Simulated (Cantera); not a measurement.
Input: 1 mol Si, 17 mol HBr, 1.5 mol N₂, at 1675 K and 1000 Pa.

These are equilibrium values from Cantera (NASA tables, ideal gas, pure condensed phases), not measurements of a reactor. Candidate condensed phases: Br₂, Si, Si₃N₄; 28 gas species. The tables' values for SiBr₃, SiBr are old estimates; treat these amounts as uncertain. Kinetics and transport are ignored.

Base state: HBr 0.637, Br 0.122, H₂ 0.114, N₂ 0.0763, SiBr₂ 0.0478, SiBr₃ 0.00205, SiBr₄ 0.000968, H 0.000392 (mole fractions); condensed: gas only.

Q: What changes in the equilibrium state with this change: 0.13 mol O₂ added?

A: 
```
species   before    after
-------  -------  -------
HBr        0.637    0.642
Br         0.122    0.129
H₂         0.114    0.103
SiBr₂     0.0478   0.0346
SiO            0   0.0130
N₂        0.0763   0.0749
SiBr     2.62e-5  1.79e-5
SiHBr₃   1.99e-5  1.45e-5
```
Further candidate phases: H₂O, SiO₂, Si₂N₂O.

Q: What changes in the equilibrium state with this change: pressure from 1000 Pa to 133 Pa?

A: 
| species | before | after |
|---|---|---|
| HBr | 0.637 | 0.499 |
| Br | 0.122 | 0.221 |
| H₂ | 0.114 | 0.158 |
| N₂ | 0.0763 | 0.0721 |
| SiBr₂ | 0.0478 | 0.0474 |
| SiBr₄ | 0.000968 | 5.64e-5 |
| SiHBr₃ | 1.99e-5 | 2.06e-6 |
| SiBr₃ | 0.00205 | 0.000492 |
| SiBr | 2.62e-5 | 0.000107 |
